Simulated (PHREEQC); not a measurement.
**Copper plating or etch bath: an equilibrium model**

Dissolve 1.2 mmol/kgw CuCl2 and 0.044 mmol/kgw H3BO3 at 25 °C. Closed to the air; pH follows from the charge balance.

All values are PHREEQC results (ion-association model, wateq4f.dat), not measurements.

The pH is 5.25 and the ionic strength is 0.00358 mol/kgw.

```csv
species,molality,activity,log γ
Cl-,0.00239,0.00224,-0.029
Cu+2,0.00119,0.000924,-0.109
H3BO3,4.40e-5,4.40e-5,0.000
H+,6.00e-6,5.65e-6,-0.026
CuCl+,5.95e-6,5.58e-6,-0.028
CuOH+,1.75e-6,1.64e-6,-0.028
Cu2(OH)2+2,1.52e-6,1.17e-6,-0.113
Cu(OH)2,6.04e-7,6.05e-7,0.000
CuCl2,6.71e-9,6.72e-9,0.000
H2BO3-,4.80e-9,4.48e-9,-0.029
```

This is a speciation only: nothing precipitates in the calculation.
